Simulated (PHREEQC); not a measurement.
A solution holds 0.16 mol/kgw HF, 0.0018 mol/kgw NH4HF2 and 3.4e-07 mol/kgw H4SiO4, at 25 °C. Closed to the air; pH follows from the charge balance.

Equilibrium calculation in PHREEQC: ion-association model, phreeqc.dat.

```
Item                       Value
----------------  --------------
pH                          1.94
ionic strength    0.0146 mol/kgw
total alkalinity     -162 meq/kg
```

| species | molality | activity | log γ |
|---|---|---|---|
| HF | 0.144 | 0.144 | 0.001 |
| H+ | 0.0128 | 0.0116 | -0.045 |
| F- | 0.00943 | 0.00832 | -0.054 |
| HF2- | 0.00520 | 0.00461 | -0.053 |
| NH4+ | 0.00180 | 0.00158 | -0.056 |
| SiF6-2 | 3.40e-7 | 2.12e-7 | -0.206 |

Precipitation was switched off in this run. Complexes and solids missing from the database can't appear. SiF6-2 is the database's only silicon fluoride.
